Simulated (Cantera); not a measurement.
A diamond (100) surface in a fixed gas of H2 with x(CH4) = 0.006, x(H) = 0.0014, x(CH3) = 0.00022, 26000 Pa; coverages are run to steady state.

Detailed kinetics in Cantera: the Harris–Goodwin 1993 mechanism for the reconstructed diamond (100) surface.

One state of this run: growth (µm/h) = 25.7; θ c6HH = 0.541; θ c6H* = 0.0164; θ c6*H = 0.335; θ c6** = 0.00804; θ c6HM = 0.0728. θ: site fractions in the mechanism's names (c6HH fully hydrogenated, c6H* and c6*H radical sites, c6** diradical, c6HM methylated).

Which value of T (K) does it belong to?
(A) 1000
(B) 1225
(C) 1075
(D) 1300

A, 1000
